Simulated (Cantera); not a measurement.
A closed system holds: 1 mol C2H2, 18 mol H2, at 1.00 bar.

Cantera equilibrium calculation (NASA polynomials, part measured and part estimated; ideal gas, pure solids and liquids). Candidate condensed phases: C, C6H6, C7H8, C8H18; 76 gas species. Kinetics and transport are ignored.

Problem. What share of the C ends up in condensed phases as a function of T (°C), at 1952, 2052, 2152, 2252, 2352, 2452, 2552, 2652?

Solution. 
```csv
T (°C),C condensed (%),as
1952,94.2,C(graphite)
2052,90.5,C(graphite)
2152,85.1,C(graphite)
2252,77.3,C(graphite)
2352,66.5,C(graphite)
2452,52.0,C(graphite)
2552,33.2,C(graphite)
2652,9.2,C(graphite)
```
